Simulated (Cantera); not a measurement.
Input (Python, Cantera) and output of one run.

```python
import numpy as np
import cantera as ct

gas_names = """
    C CH CH2 CH3 CH2OH CH3O CH4 CH3OH CO CO2 COOH C2 C2H CHCO,ketyl C2H2,acetylene C2H2,vinylidene
    CH2CO,ketene C2H3,vinyl CH3CO,acetyl C2H4 C2H4O,ethylen CH3CHO,ethanal CH3COOH (HCOOH)2 C2H5 C2H6
    CH3OCH3 C2H5OH C2O C3 C3H3,propargyl C3H4,allene C3H4,propyne C3H4,cyclo- C3H5,allyl C3H6,propylene
    C3H6,cyclo- C3H6O C3H7,n-propyl C3H7,i-propyl C3H8 C3H8O,1propanol C3H8O,2propanol C3O2 C4 C4H2
    C4H4,1,3-cyclo- C4H6,butadiene C4H6,2-butyne C4H6,cyclo- C4H8,1-butene C4H8,cis2-buten
    C4H8,tr2-butene C4H8,isobutene C4H8,cyclo- (CH3COOH)2 C4H9,n-butyl C4H9,i-butyl C4H9,s-butyl
    C4H9,t-butyl C4H10,isobutane C4H10,n-butane C5 C5H6,1,3cyclo- C5H8,cyclo- C5H10,1-pentene
    C5H10,cyclo- C5H11,pentyl C5H11,t-pentyl C5H12,n-pentane C5H12,i-pentane CH3C(CH3)2CH3 C6H2
    C6H5,phenyl C6H5O,phenoxy C6H6 C6H5OH,phenol C6H10,cyclo- C6H12,1-hexene C6H12,cyclo- C6H13,n-hexyl
    C7H7,benzyl C7H8 C7H8O,cresol C7H14,1-heptene C7H15,n-heptyl C7H16,n-heptane C8H8,styrene
    C8H10,ethylbenz C8H16,1-octene C8H17,n-octyl C8H18,isooctane C8H18,n-octane C9H19,n-nonyl
    C10H8,naphthale C10H21,n-decyl C12H9,o-bipheny C12H10,bipheny H HCO HO2 H2 HCHO,formaldehy HCOOH H2O
    H2O2 O OH O2 O3
""".split()
cond_names = """
    C(gr) C6H6(L) C7H8(L) C8H18(L),n-octa H2O(s) H2O(L)
""".split()


def load(file, names, dense=False):
    # The tables refer to 1 bar. Condensed volumes are neglected.
    table = {s.name: s for s in ct.Species.list_from_file(file)}
    out = []
    for n in names:
        d = dict(table[n].input_data)
        d["thermo"] = dict(d["thermo"], **{"reference-pressure": 1e5})
        if dense:
            d["equation-of-state"] = {"model": "constant-volume", "density": "1e6 g/cm^3"}
        out.append(ct.Species.from_dict(d))
    return out


gas = ct.Solution(thermo="ideal-gas", species=load("nasa_gas.yaml", gas_names))
cond = {s.name: ct.Solution(thermo="fixed-stoichiometry", species=[s], name=s.name)
        for s in load("nasa_condensed.yaml", cond_names, dense=True)}
atoms = {
    'C3H6': {'C': 3, 'H': 6},
    'O2': {'O': 2},
    'H2': {'H': 2},
}
top_T = {'C(gr)': 4500}  # K; cautious upper limits of use, not melting points


def equilibrate(T, P, feed):
    n = {}
    for name, mol in feed.items():
        for a, k in atoms[name].items():
            n[a] = n.get(a, 0.0) + k * mol
    gas.TPX = T, P, n
    mass = sum(n.values()) * gas.mean_molecular_weight
    gas.equilibrate("TP")
    valid = [c for c in cond.values() if c.min_temp <= T <= top_T.get(c.name, c.max_temp)]
    mix = ct.Mixture([(gas, mass / gas.mean_molecular_weight)] + [(c, 0.0) for c in valid])
    mix.T, mix.P = T, P
    mix.equilibrate("TP", solver="vcs", rtol=1e-11, max_steps=5000)
    return mix


results = []
feed = {'C3H6': 1, 'O2': 0.67, 'H2': 1.4}  # mol
P = 420  # Pa
for T in [2450, 2500, 2550, 2600, 2650, 2700, 2750, 2800, 2850, 2900]:
    mix = equilibrate(T, P, feed)
    results.append((T, P, feed, dict(zip(mix.species_names, mix.species_moles))))

top = {s: max(r[3][s] / sum(r[3][g] for g in gas_names) for r in results) for s in gas_names}
cols = sorted((s for s in top if top[s] > 1e-05), key=lambda s: -top[s])[:7]
seen = [c for c in cond_names if any(r[3].get(c, 0) > 1e-12 for r in results)]
print("log10 of partial pressures in bar; condensed amounts in mol")
print(f"{'T/K':>10s}" + "".join(f"{s[:9]:>10s}" for s in cols + seen))
for T, P, feed, n in results:
    ng = sum(n[g] for g in gas_names)
    print(f"{T:10.4g}" + "".join(f"{np.log10(max(n[s] / ng * P / 1e5, 1e-99)):10.3f}" for s in cols)
          + "".join(f"{n.get(c, 0):10.4g}" for c in seen))
```

Output:

```
log10 of partial pressures in bar; condensed amounts in mol
       T/K         H        H2        CO        C3 C2H2,acet       C2H         C     C(gr)
      2450    -3.012    -2.631    -3.062    -6.649    -4.690    -6.263    -7.083     1.593
      2500    -2.932    -2.665    -3.074    -6.304    -4.631    -6.042    -6.779     1.579
      2550    -2.859    -2.706    -3.087    -5.973    -4.582    -5.834    -6.486     1.562
      2600    -2.793    -2.754    -3.102    -5.655    -4.544    -5.638    -6.205     1.541
      2650    -2.734    -2.809    -3.117    -5.349    -4.517    -5.455    -5.934     1.511
      2700    -2.682    -2.874    -3.134    -5.056    -4.501    -5.284    -5.674     1.468
      2750    -2.638    -2.946    -3.151    -4.773    -4.497    -5.125    -5.423     1.396
      2800    -2.602    -3.029    -3.169    -4.501    -4.506    -4.977    -5.181     1.275
      2850    -2.573    -3.121    -3.188    -4.238    -4.527    -4.842    -4.948     1.061
      2900    -2.552    -3.225    -3.208    -3.985    -4.562    -4.718    -4.723    0.6795
```

These are equilibrium values from Cantera (NASA tables, ideal gas, pure condensed phases), not measurements of a reactor.
